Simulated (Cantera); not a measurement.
# Thermodynamics of silicon nitride deposition, feed SiH4 + N2 + H2

Feed: 1 mol SiH4, a varied amount of N2, 0.66 mol H2, equilibrated at 750 °C and 0.00133 bar.

Method: chemical equilibrium by Gibbs-energy minimisation in Cantera with the NASA 1993 tables (ideal gas, pure condensed phases). Candidate condensed phases: Si, Si3N4; 18 gas species. N2 is the only nitrogen source here; it is nearly inert below about 1500 K, so the nitride shown seldom forms there in practice. Mutual solubility and eutectic melting of coexisting phases are not modelled. Equilibrium is a limit: real reactors are often held back by kinetics, nucleation or transport.

| n(N2) (mol) | log p H2 | log p N2 | log p NH3 | log p H | n Si(s) | n Si3N4(s) |
|---|---|---|---|---|---|---|
| 0.3 | -2.88 | -10.35 | -12.79 | -9.82 | 0.550 | 0.150 |
| 0.68 | -2.88 | -5.18 | -10.20 | -9.82 | 0 | 0.333 |
| 1.5 | -2.99 | -3.50 | -9.54 | -9.88 | 0 | 0.333 |
| 3.4 | -3.18 | -3.17 | -9.66 | -9.97 | 0 | 0.333 |
| 7.7 | -3.44 | -3.01 | -9.96 | -10.10 | 0 | 0.333 |
| 17 | -3.73 | -2.94 | -10.36 | -10.25 | 0 | 0.333 |
| 39 | -4.06 | -2.90 | -10.85 | -10.41 | 0 | 0.333 |
| 88 | -4.40 | -2.89 | -11.35 | -10.58 | 0 | 0.333 |
log p: log10 of the partial pressure in bar; n: condensed amount in mol.

At 0.3 mol N2 the condensed part is Si(s) + Si3N4(s). From 0.68 mol N2 to 88 mol N2 the condensed part is Si3N4(s).
